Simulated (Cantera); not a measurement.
A Cantera script and what it prints.

```python
import numpy as np
import cantera as ct

gas_names = """
    H HO2 H2 H2O H2O2 O OH O2 O3 Ta TaO TaO2
""".split()
cond_names = """
    H2O(s) H2O(L) Ta(cr) Ta(L) Ta2O5(s) Ta2O5(L)
""".split()


# ... load() reads the species with a 1 bar reference pressure and builds the phases ...
atoms = {
    'Ta2O5': {'Ta': 2, 'O': 5},
    'H2': {'H': 2},
}
top_T = {}  # K; cautious upper limits of use, not melting points


# ... equilibrate(T, P, feed) seeds the gas with the atoms and calls Mixture.equilibrate('TP', solver="vcs", rtol=1e-11, max_steps=5000) ...
results = []
feed = {'Ta2O5': 1, 'H2': 4.7}  # mol
P = 140  # Pa
for T in [850, 950, 1050, 1150, 1250, 1350, 1450, 1550, 1650, 1750, 1850, 1950, 2050]:
    mix = equilibrate(T, P, feed)
    results.append((T, P, feed, dict(zip(mix.species_names, mix.species_moles))))
    x = sorted(zip(gas.X, gas.species_names), reverse=True)
    print(f"T = {T:g} K  P = {P:g} Pa  gas = {mix.phase_moles(0):.4g} mol")
    print("   x: " + "  ".join(f"{s} {v:.3e}" for v, s in x if v > 0.001))
    print("   condensed (mol): " + ("  ".join(f"{mix.phase(i).name} {mix.phase_moles(i):.4g}"
          for i in range(1, mix.n_phases) if mix.phase_moles(i) > 1e-12) or "none"))
```

Result:

```
T = 850 K  P = 140 Pa  gas = 4.7 mol
   x: H2 1.000e+00
   condensed (mol): Ta(cr) 1.269e-08  Ta2O5(s) 1
T = 950 K  P = 140 Pa  gas = 4.7 mol
   x: H2 1.000e+00
   condensed (mol): Ta(cr) 1.346e-07  Ta2O5(s) 1
T = 1050 K  P = 140 Pa  gas = 4.7 mol
   x: H2 1.000e+00
   condensed (mol): Ta(cr) 8.955e-07  Ta2O5(s) 1
T = 1150 K  P = 140 Pa  gas = 4.7 mol
   x: H2 1.000e+00
   condensed (mol): Ta(cr) 4.224e-06  Ta2O5(s) 1
T = 1250 K  P = 140 Pa  gas = 4.7 mol
   x: H2 1.000e+00
   condensed (mol): Ta(cr) 1.537e-05  Ta2O5(s) 1
T = 1350 K  P = 140 Pa  gas = 4.7 mol
   x: H2 9.999e-01
   condensed (mol): Ta(cr) 4.578e-05  Ta2O5(s) 1
T = 1450 K  P = 140 Pa  gas = 4.701 mol
   x: H2 9.997e-01
   condensed (mol): Ta(cr) 0.0001164  Ta2O5(s) 0.9999
T = 1550 K  P = 140 Pa  gas = 4.702 mol
   x: H2 9.990e-01
   condensed (mol): Ta(cr) 0.0002604  Ta2O5(s) 0.9999
T = 1650 K  P = 140 Pa  gas = 4.706 mol
   x: H2 9.973e-01  H 2.425e-03
   condensed (mol): Ta(cr) 0.0005251  Ta2O5(s) 0.9997
T = 1750 K  P = 140 Pa  gas = 4.715 mol
   x: H2 9.933e-01  H 6.195e-03
   condensed (mol): Ta(cr) 0.000966  Ta2O5(s) 0.9995
T = 1850 K  P = 140 Pa  gas = 4.734 mol
   x: H2 9.848e-01  H 1.429e-02
   condensed (mol): Ta(cr) 0.00161  Ta2O5(s) 0.9991
T = 1950 K  P = 140 Pa  gas = 4.774 mol
   x: H2 9.681e-01  H 3.014e-02  H2O 1.416e-03
   condensed (mol): Ta(cr) 0.002249  Ta2O5(s) 0.998
T = 2050 K  P = 140 Pa  gas = 4.853 mol
   x: H2 9.371e-01  H 5.869e-02  H2O 2.122e-03  TaO2 1.753e-03
   condensed (mol): Ta(cr) 0.001475  Ta2O5(s) 0.9942
```

These are equilibrium values from Cantera (NASA tables, ideal gas, pure condensed phases), not measurements of a reactor. Mutual solubility and eutectic melting of coexisting phases are not modelled. Condensed phases not in the tables: N, O or C dissolved in the metal.
